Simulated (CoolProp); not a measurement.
Vapour-liquid equilibrium of n-hexane (1) + m-xylene (2) at 129.75 °C; x and y are mole fractions of (1).

The numbers come from the multi-fluid Helmholtz-energy mixture model, Thol 2019 and Zhou 2012; pair parameters Bell 2016 in CoolProp.

**Question.** Give the bubble pressure and the first vapour's composition at x = 0.05, 0.2, 0.5. Is there an azeotrope?

**Answer.** x = 0.05: 99.77 kPa, y = 0.246; x = 0.2: 171.7 kPa, y = 0.621; x = 0.5: 311.5 kPa, y = 0.856. No azeotrope shows between x = 0.05 and 0.95.

Pair parameters are fitted to limited data, so mixtures are less certain than the pure fluids.
